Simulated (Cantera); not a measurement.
A closed system holds: 1 mol KOH, 4.2 mol H₂, 0.12 mol H₂O, equilibrated at 1250 °C.

Cantera equilibrium calculation (NASA polynomials, part measured and part estimated; ideal gas, pure solids and liquids). Candidate condensed phases: H₂O, K, KOH, KO₂, K₂O, K₂O₂; 15 gas species. The numbers say what is thermodynamically allowed, not how fast it happens.

**Question.** At 0.770 bar, list the 7 most abundant gas species with their mole fractions, and the condensed phases.

**Answer.** H₂ 0.693, H₂O 0.130, K 0.108, KOH 0.0691, KH 0.000171, K₂(OH)₂ 0.000143, K₂ 8.99e-5. Condensed: gas only.
